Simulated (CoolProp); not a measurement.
Vapour-liquid equilibrium of R125 (1) + n-butane (2) at 554 kPa; x and y are mole fractions of (1).

Model: multi-fluid Helmholtz-energy mixture model, Lemmon 2005 and Bücker 2006; pair parameters Bell 2016, in CoolProp.

```json
[
 {"x": "0.05", "bubble temperature (K)": "308.8", "y at the bubble point": "0.389", "dew temperature at overall composition x (K)": "325.3", "liquid density (mol/L)": "9.620"},
 {"x": "0.15", "bubble temperature (K)": "288.0", "y at the bubble point": "0.690", "dew temperature at overall composition x (K)": "320.9", "liquid density (mol/L)": "10.05"},
 {"x": "0.25", "bubble temperature (K)": "279.2", "y at the bubble point": "0.783", "dew temperature at overall composition x (K)": "316.1", "liquid density (mol/L)": "10.24"},
 {"x": "0.35", "bubble temperature (K)": "275.1", "y at the bubble point": "0.821", "dew temperature at overall composition x (K)": "311.0", "liquid density (mol/L)": "10.35"},
 {"x": "0.45", "bubble temperature (K)": "273.0", "y at the bubble point": "?", "dew temperature at overall composition x (K)": "305.3", "liquid density (mol/L)": "10.42"},
 {"x": "0.55", "bubble temperature (K)": "271.7", "y at the bubble point": "0.854", "dew temperature at overall composition x (K)": "298.8", "liquid density (mol/L)": "10.49"},
 {"x": "0.65", "bubble temperature (K)": "270.7", "y at the bubble point": "?", "dew temperature at overall composition x (K)": "291.4", "liquid density (mol/L)": "10.58"},
 {"x": "0.75", "bubble temperature (K)": "269.6", "y at the bubble point": "0.886", "dew temperature at overall composition x (K)": "282.5", "liquid density (mol/L)": "10.71"},
 {"x": "0.85", "bubble temperature (K)": "268.5", "y at the bubble point": "0.915", "dew temperature at overall composition x (K)": "272.1", "liquid density (mol/L)": "10.88"},
 {"x": "0.95", "bubble temperature (K)": "?", "y at the bubble point": "0.963", "dew temperature at overall composition x (K)": "267.8", "liquid density (mol/L)": "?"}
]
```

Fill in the missing entries.


- 0.45, y at the bubble point: 0.840
- 0.65, y at the bubble point: 0.868
- 0.95, bubble temperature (K): 267.6
- 0.95, liquid density (mol/L): 11.09

No azeotrope shows between x = 0.05 and 0.95.

Pair parameters are fitted to limited data, so mixtures are less certain than the pure fluids. With so large a gap from Raoult's law the liquid may split in two, which this calculation doesn't test in full.
